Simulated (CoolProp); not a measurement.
A single-stage vapour-compression cycle with the fluid: evaporating at 324.15 K (dew point), condensing at 358.15 K (bubble point), superheat 8 K, subcooling 8 K, compressor efficiency 0.85, no pressure losses. The same conditions are run with several fluids, on thermodynamics alone (safety and materials aside).

The numbers come from the reference Helmholtz-energy equation of state of each fluid (methanol: de Reuck 1993; toluene: Lemmon 2006; R123: Younglove 1994; n-pentane: Thol 2019; n-perfluoropentane: Gao 2022; neopentane: Lemmon 2006) in CoolProp.

```tsv
fluid	cooling COP	pressure ratio	discharge temperature (K)	refrigerating effect (kJ/kg)	volumetric capacity (kJ/m³)
methanol	(withheld)	3.71	421.2	(withheld)	747
toluene	7.73	3.59	368.3	360	155
R123	7.45	2.53	364.1	138	1790
n-pentane	7.43	(withheld)	358.3	295	1340
n-perfluoropentane	6.76	2.56	358.2	(withheld)	1480
neopentane	7.13	2.25	358.2	(withheld)	(withheld)
```

### Question
What belongs in the gaps?

### Answer

- methanol, cooling COP: 7.48
- methanol, refrigerating effect (kJ/kg): 1080
- n-pentane, pressure ratio: 2.54
- n-perfluoropentane, refrigerating effect (kJ/kg): 61.4
- neopentane, refrigerating effect (kJ/kg): 229
- neopentane, volumetric capacity (kJ/m³): 2430

The compression ends wet for: n-perfluoropentane; neopentane.
